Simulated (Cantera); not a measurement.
A perfectly stirred reactor is fed with C2H6 : N2 = 1 : 4.2 (molar parts), at 0.0263 atm; it is held at 1473 K, and followed from long to short residence time.

Detailed kinetics in Cantera: GRI-Mech 3.0 (53 species, 325 reactions). GRI-Mech 3.0 stops at C3 and has no aromatics, soot or wall deposition, so with more carbon than oxygen in the feed, carbon stays in small species such as C2H2 where larger ones or solid carbon would form. Radical loss at walls, strong at low pressure, is not modelled.

One state of this run: x C2H6 = 0.000639; x CH4 = 0.0430; x C2H = 1.26e-7; x CH3 = 0.000590; x HCN = 2.42e-7. x: mole fraction; the columns are a selection and need not sum to one.

Which value of τ (s) does it belong to?
(A) 0.0010
(B) 0.75
(C) 1.7
(D) 0.14

B, 0.75
